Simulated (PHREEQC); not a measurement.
Consider water at 75 °C with 0.43 mol ZnSO4, 0.014 mol NaCl and 0.00038 mol H2SO4 per kg of water. Closed to the air; pH follows from the charge balance.

The numbers come from PHREEQC with the ion-association model, phreeqc.dat.

| quantity | before | after |
|---|---|---|
| pH | 4.12 | 4.97 |
| ionic strength (mol/kgw) | 0.811 | 0.811 |
| Zn+2 (mol/kgw) | 0.198 | 0.198 |
| ZnSO4 (mol/kgw) | 0.158 | 0.158 |
| SO4-2 (mol/kgw) | 0.131 | 0.131 |
| Zn(SO4)2-2 (mol/kgw) | 0.0697 | 0.0698 |
| SI of Halite (NaCl) | -5.95 | -5.95 |

Problem. Which change was made?
(A) diluted 100-fold with water
(B) H2SO4 left out
(C) H2SO4 from 0.00038 to 0.0038 mol/kgw
(D) NaCl from 0.014 to 0.0028 mol/kgw
(E) temperature from 75 to 40 °C

Solution. B, H2SO4 left out

This is a speciation only: nothing precipitates in the calculation. The ionic strength passes 0.7 mol/kgw, the rough limit of the ion-association models, in every such run. Constants without temperature data keep their 25 °C values here.
